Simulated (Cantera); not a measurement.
A closed system holds: 1 mol C₂H₆, 0.39 mol H₂, 1.9 mol CO₂, held at 7.50 Torr.

Method: chemical equilibrium by Gibbs-energy minimisation in Cantera with the NASA 1993 tables (ideal gas, pure condensed phases). Candidate condensed phases: C, C₆H₆, C₇H₈, C₈H₁₈, H₂O; 131 gas species. Ions and electrons are included (thermal ionisation). Rates play no part. All values below are at 4500 K.

Base state: H 0.628, CO 0.343, C 0.0191, O 0.00981, H₂ 0.000330, e- 1.74e-5, C+ 1.57e-5, C₂ 1.25e-5 (mole fractions); condensed: gas only.

What changes in the equilibrium state with this change: pressure from 7.50 Torr to 21800 Torr?


| species | before | after |
|---|---|---|
| CO | 0.343 | 0.444 |
| H | 0.628 | 0.312 |
| H₂ | 0.000330 | 0.237 |
| C | 0.0191 | 0.00197 |
| C₂H₂ (acetylene) | <1e-9 | 0.00196 |
| CH₂ | <1e-9 | 0.000204 |
